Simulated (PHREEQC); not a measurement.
# Nickel, zinc or cadmium bath

Consider water at 20 °C with 45 mmol/kgw NiSO4, 30 mmol/kgw NaCl and 32 mmol/kgw H2SO4. Closed to the air; pH follows from the charge balance.

All values are PHREEQC results (ion-association model, wateq4f.dat), not measurements.

```json
{
 "pH": "1.56",
 "ionic_strength": "0.180 mol/kgw",
 "total_alkalinity": "-64.0 meq/kg"
}
```

```tsv
species	molality	activity	log γ
H+	0.0340	0.0273	-0.095
SO4-2	0.0303	0.00927	-0.514
HSO4-	0.0300	0.0221	-0.132
Cl-	0.0293	0.0211	-0.142
Ni+2	0.0289	0.00927	-0.494
Na+	0.0287	0.0216	-0.124
NiSO4	0.0154	0.0160	0.018
NaSO4-	0.00129	0.000970	-0.123
NiCl+	0.000654	0.000492	-0.123
```

This is a speciation only: nothing precipitates in the calculation.
